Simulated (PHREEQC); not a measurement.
Copper plating or etch bath: speciation

Make-up at 25 °C: 0.0058 mol/kgw Cu(NO3)2, 0.013 mol/kgw HCl and 0.35 mol/kgw FeCl3. Closed to the air; pH follows from the charge balance.

The numbers come from PHREEQC with the ion-association model, wateq4f.dat.

Each row changes one thing in this solution. Precipitation was switched off in this run.

```tsv
case	pH	ionic strength (mol/kgw)	Cl- (mol/kgw)
as made	1.78	1.05	0.678
Cu(NO3)2 from 0.0058 to 0.0029 mol/kgw	1.78	1.04	0.679
FeCl3 replaced by AlCl3 at the same molality	2.02	2.13	1.06
Cu(NO3)2 left out	1.78	1.04	0.679
0.02 mol/kgw Ca(OH)2 added	2.23	1.12	0.704
FeCl3 from 0.35 to 0.315 mol/kgw	1.77	0.970	0.620
FeCl3 left out	1.95	0.0302	0.0129
FeCl3 replaced by CdCl2 at the same molality	1.99	0.323	0.260
HCl left out	1.94	1.05	0.673
```

The ionic strength passes 0.7 mol/kgw, the rough limit of the ion-association models, in as made; Cu(NO3)2 from 0.0058 to 0.0029 mol/kgw; FeCl3 replaced by AlCl3 at the same molality; Cu(NO3)2 left out; 0.02 mol/kgw Ca(OH)2 added; FeCl3 from 0.35 to 0.315 mol/kgw; HCl left out. Some of these states are supersaturated (in Hematite (slow to form), Goethite (slow to form), for instance).
